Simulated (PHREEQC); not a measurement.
Synthetic water in mg/L, 90 °C, pH 3.61, pe 9.4:

| constituent | mg/L |
|---|---|
| Na | 139 |
| K | 27.8 |
| Ca | 262 |
| Mg | 143 |
| Cl | 259 |
| S(6) as SO4 | 1190 |
| Si as SiO2 | 32.6 |
| Br | 9.7 |

Valence states are taken as typed.

Equilibrium calculation in PHREEQC: ion-association model, phreeqc.dat.

```yaml
ionic_strength: 0.0352 mol/kgw
specific_conductance: 6640 µS/cm
total_alkalinity: -0.787 meq/kg
charge_balance_error: 0.4 %
```

```
species  molality  activity   log γ
-------  --------  --------  ------
Cl-       0.00732   0.00597  -0.089
SO4-2     0.00658   0.00305  -0.334
Na+       0.00593   0.00489  -0.084
Ca+2      0.00475   0.00224  -0.327
MgSO4     0.00338   0.00341   0.004
Mg+2      0.00251   0.00121  -0.318
CaSO4     0.00179   0.00181   0.004
K+       0.000676  0.000551  -0.089
```

Precipitation was switched off in this run. Away from 25 °C the constants follow the database's enthalpies or fits; those with neither stay at their 25 °C values.
